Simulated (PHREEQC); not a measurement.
## Buffer

Make-up at 25 °C: 0.0041 mol/kgw KH2PO4 and 0.087 mol/kgw KOH. Closed to the air; pH follows from the charge balance.

Computed with PHREEQC (ion-association model, phreeqc.dat).

Each row changes one thing in this solution. No solid was allowed to form.

```csv
case,pH,ionic strength (mol/kgw),PO4-3 (mol/kgw),HPO4-2 (mol/kgw),KHPO4- (mol/kgw),H2PO4- (mol/kgw)
as made,12.78,0.103,0.00373,0.000344,2.21e-5,4.41e-10
diluted 5-fold with water,12.14,0.0199,0.000456,0.000356,7.32e-6,2.77e-9
KOH from 0.087 to 0.0174 mol/kgw,11.97,0.0296,0.00202,0.00203,4.47e-5,2.16e-8
KH2PO4 from 0.0041 to 0.00615 mol/kgw,12.75,0.110,0.00559,0.000525,3.36e-5,7.01e-10
temperature from 25 to 10 °C,13.31,0.103,0.00394,0.000148,9.73e-6,6.11e-11
```

Complexes and solids missing from the database can't appear. At this temperature some constants are extrapolated from 25 °C, and those without enthalpy data are left unchanged.
